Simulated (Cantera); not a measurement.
Input (Python, Cantera):

```python
import numpy as np
import cantera as ct

gas = ct.Solution("h2o2.yaml")
gas.TPX = 625, 64000, {'H2': 1, 'O2': 0.185, 'N2': 0.696}
flame = ct.FreeFlame(gas, width=0.055)
flame.set_refine_criteria(ratio=3, slope=0.08, curve=0.16)
flame.transport_model = "mixture-averaged"
flame.solve(loglevel=0, auto=True)
z, T = flame.grid, flame.T
thick = (T[-1] - T[0]) / np.gradient(T, z).max()
show = ['H2', 'O2', 'H', 'HO2', 'OH', 'O']
print(f"laminar burning velocity  {flame.velocity[0] * 100:.3f} cm/s")
print(f"burnt temperature         {T[-1]:.1f} K")
print(f"thermal thickness         {thick * 1e3:.4f} mm")
print(f"grid points               {len(z)}")
z0 = z[flame.heat_release_rate.argmax()]
print(f"{'z/mm':>9s}{'T/K':>9s}{'u/(m/s)':>9s}" + "".join(f"{s:>11s}" for s in show))
rows = []
for k in (-3, -2, -1.5, -1, -0.5, -0.25, 0, 0.25, 0.5, 1, 2, 4, 8):
    zz = z0 + k * thick
    rows.append([k * thick, np.interp(zz, z, T), np.interp(zz, z, flame.velocity),
                 *(np.interp(zz, z, flame.X[gas.species_index(s)]) for s in show)])
    print(f"{rows[-1][0] * 1e3:9.3f}{rows[-1][1]:9.1f}{rows[-1][2]:9.3f}" + "".join(f"{x:11.3e}" for x in rows[-1][3:]))
```

Output:

```
laminar burning velocity  853.006 cm/s
burnt temperature         2113.5 K
thermal thickness         0.8682 mm
grid points               142
     z/mm      T/K  u/(m/s)         H2         O2          H        HO2         OH          O
   -2.605    625.0    8.530  5.316e-01  9.835e-02  5.082e-14  5.692e-12  4.969e-17  8.362e-16
   -1.736    625.0    8.530  5.316e-01  9.835e-02  3.121e-11  6.895e-10  2.542e-14  3.877e-13
   -1.302    625.0    8.530  5.316e-01  9.835e-02  1.415e-09  1.373e-08  1.044e-12  1.415e-11
   -0.868    625.1    8.531  5.316e-01  9.835e-02  5.236e-07  1.831e-06  1.315e-09  4.836e-09
   -0.434    649.2    8.826  5.283e-01  9.803e-02  6.047e-04  1.419e-04  5.928e-05  1.579e-05
   -0.217    825.8   11.022  5.005e-01  9.250e-02  1.021e-02  8.732e-05  3.374e-04  2.625e-04
    0.000   1176.0   15.309  4.039e-01  5.719e-02  5.456e-02  3.726e-05  1.369e-03  2.232e-03
    0.217   1413.1   18.304  3.233e-01  1.151e-02  8.975e-02  7.354e-06  1.932e-03  1.598e-03
    0.434   1509.1   19.464  3.111e-01  1.535e-03  9.039e-02  9.292e-07  1.864e-03  6.233e-04
    0.868   1605.7   20.573  3.173e-01  1.628e-04  7.902e-02  9.917e-08  2.047e-03  4.267e-04
    1.736   1710.1   21.742  3.274e-01  9.636e-05  6.411e-02  5.970e-08  2.161e-03  3.378e-04
    3.473   1814.6   22.884  3.378e-01  6.356e-05  4.869e-02  4.084e-08  2.068e-03  2.300e-04
    6.946   1908.1   23.883  3.473e-01  3.553e-05  3.460e-02  2.500e-08  1.766e-03  1.320e-04
```

Computed with Cantera and the H2/O2 subset of GRI-Mech 3.0, which has no nitrogen chemistry. Burning velocities carry a grid error of a few per cent, more on coarse grids.
